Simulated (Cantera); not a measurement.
**Thermodynamics of titanium nitride, carbide and oxide coatings, feed TiCl4 + H2O**

Input: 1 mol TiCl4, 8.8 mol H2O, at 1225 K and 83.0 mbar.

Equilibrium computed with Cantera from the NASA thermochemical tables; the gas is ideal and each condensed phase is pure. Candidate condensed phases: H2O, Ti, TiCl2, TiCl3, TiCl4, TiO, TiO2, Ti2O3, Ti3O5, Ti4O7; 23 gas species. Gases not in the tables: TiO(OH)2. Rates play no part.

```yaml
x(H2O): 0.630
x(HCl): 0.370
x(Cl): 5.58e-5
x(H2): 3.83e-5
x(Cl2): 6.93e-6
x(O2): 1.46e-6
x(OH): 1.00e-6
n(TiO2(rutile)): 1.00 mol
gas_amount: 10.80 mol
log10 activity of Ti4O7(s) (absent): -7.07
log10 activity of Ti3O5(s) (absent): -7.26
log10 activity of Ti2O3(s) (absent): -7.71
```
